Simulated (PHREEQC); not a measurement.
Consider water at 80 °C with 0.0042 mol/kgw Na2SiO3. Closed to the air; pH follows from the charge balance.

All values are PHREEQC results (ion-association model, phreeqc.dat), not measurements.

This is a speciation only: nothing precipitates in the calculation.

Task: Estimate the pH.

Result: pH 10.19.

Task: In which forms is Si present?

Result: H3SiO4- 90 %, H4SiO4 8.8 %, H2SiO4-2 1.7 % of the Si.

Away from 25 °C the constants follow the database's enthalpies or fits; those with neither stay at their 25 °C values.
